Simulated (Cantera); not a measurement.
Cantera run:

```python
import numpy as np
import cantera as ct

gas_names = """
    C CO COS CO2 CS CS2 C2 C2O C3 C3O2 C4 C5 Fe FeC5O5 FeO O O2 O3 S SO SO2 SO3 S2 S2O S8
""".split()
cond_names = """
    C(gr) Fe(a) Fe(c) Fe(d) Fe(L) FeC5O5(L) FeO(s) FeO(L) FeS(a) FeS(b) FeS(c) FeS(L) FeSO4(s) FeS2(s)
    Fe2O3(s) Fe2S3O12(s) Fe3O4(s) S(cr1) S(cr2) S(L)
""".split()


# ... load() reads the species with a 1 bar reference pressure and builds the phases ...
atoms = {
    'FeS': {'Fe': 1, 'S': 1},
    'SO3': {'S': 1, 'O': 3},
    'CO2': {'C': 1, 'O': 2},
}
top_T = {'C(gr)': 4500, 'FeSO4(s)': 950, 'FeS2(s)': 1010, 'Fe2O3(s)': 1830, 'Fe2S3O12(s)': 1100, 'Fe3O4(s)': 1870}  # K; cautious upper limits of use, not melting points


# ... equilibrate(T, P, feed) seeds the gas with the atoms and calls Mixture.equilibrate('TP', solver="vcs", rtol=1e-11, max_steps=5000) ...
results = []
feed = {'FeS': 1, 'SO3': 0.22, 'CO2': 0.23}  # mol
P = 10000  # Pa
for T in [975, 1025, 1075, 1125, 1175, 1225, 1275, 1325, 1375, 1425, 1475, 1525, 1575]:
    mix = equilibrate(T, P, feed)
    results.append((T, P, feed, dict(zip(mix.species_names, mix.species_moles))))

top = {s: max(r[3][s] / sum(r[3][g] for g in gas_names) for r in results) for s in gas_names}
cols = sorted((s for s in top if top[s] > 1e-06), key=lambda s: -top[s])[:5]
seen = [c for c in cond_names if any(r[3].get(c, 0) > 1e-12 for r in results)]
print("log10 of partial pressures in bar; condensed amounts in mol")
print(f"{'T/K':>10s}" + "".join(f"{s[:9]:>10s}" for s in cols + seen))
for T, P, feed, n in results:
    ng = sum(n[g] for g in gas_names)
    print(f"{T:10.4g}" + "".join(f"{np.log10(max(n[s] / ng * P / 1e5, 1e-99)):10.3f}" for s in cols)
          + "".join(f"{n.get(c, 0):10.4g}" for c in seen))
```

Result:

```
log10 of partial pressures in bar; condensed amounts in mol
       T/K       SO2       CO2        S2        CO        SO    FeO(s)    FeS(c)    FeS(L)  Fe3O4(s)
       975    -1.272    -1.354    -2.682    -4.203    -5.650         0    0.9203         0   0.02658
      1025    -1.277    -1.355    -2.581    -3.911    -5.310         0    0.9167         0   0.02778
      1075    -1.281    -1.356    -2.491    -3.648    -5.001         0    0.9126         0   0.02914
      1125    -1.286    -1.359    -2.409    -3.408    -4.721         0     0.908         0   0.03068
      1175    -1.292    -1.363    -2.335    -3.190    -4.465         0    0.9028         0    0.0324
      1225    -1.298    -1.368    -2.268    -2.992    -4.231         0    0.8971         0    0.0343
      1275    -1.304    -1.374    -2.207    -2.812    -4.016         0    0.8908         0   0.03639
      1325    -1.303    -1.395    -2.140    -2.661    -3.811    0.1316    0.8684         0         0
      1375    -1.320    -1.411    -2.023    -2.496    -3.616    0.1509    0.8491         0         0
      1425    -1.340    -1.433    -1.918    -2.348    -3.438    0.1742    0.8258         0         0
      1475    -1.361    -1.460    -1.835    -2.219    -3.277    0.1986         0    0.8014         0
      1525    -1.374    -1.488    -1.790    -2.113    -3.131     0.216         0     0.784         0
      1575    -1.388    -1.521    -1.749    -2.020    -2.996    0.2345         0    0.7655         0
```

Cantera equilibrium calculation (NASA polynomials, part measured and part estimated; ideal gas, pure solids and liquids). Metal and sulfide melt together well below either melting point, which pure phases cannot show. Mutual solubility and eutectic melting of coexisting phases are not modelled. The tables' stoichiometric FeO is somewhat more stable than real wüstite, so its field is too wide. FeO, FeS: taken at fixed stoichiometry. Gases not in the tables: S3 to S7.
